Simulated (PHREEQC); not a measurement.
0.01 mol of ZnCO3:H2O (ZnCO3:H2O) is brought to equilibrium with 1 kg of water holding 0.1 mol NaCl, at 25 °C, the pH being set by adding NaOH or HCl. Oxygen alone is held at its pressure in air (log pO2 = -0.68). CO2 from the air is kept out. Solids allowed: ZnCO3:H2O, Zn(OH)2-e, Smithsonite, Zn5(OH)8Cl2, Nahcolite, Natron. Others were left out.

Model: ion-association model, wateq4f.dat, run in PHREEQC.

Problem. Predict dissolved Zn (mol/kgw), dissolved C (mol/kgw) at pH = 6.5, 7, 8, 8.5, 9.

Solution. 
| pH | dissolved Zn (mol/kgw) | dissolved C (mol/kgw) |
|---|---|---|
| 6.5 | 0.00153 | 0.00153 |
| 7 | 0.000746 | 0.000746 |
| 8 | 8.79e-5 | 0.000728 |
| 8.5 | 3.90e-5 | 0.00165 |
| 9 | 0.000128 | 0.00591 |

Species that the database lacks are ignored. The database's zinc carbonate complexes are estimates, stronger than later reviews accept.
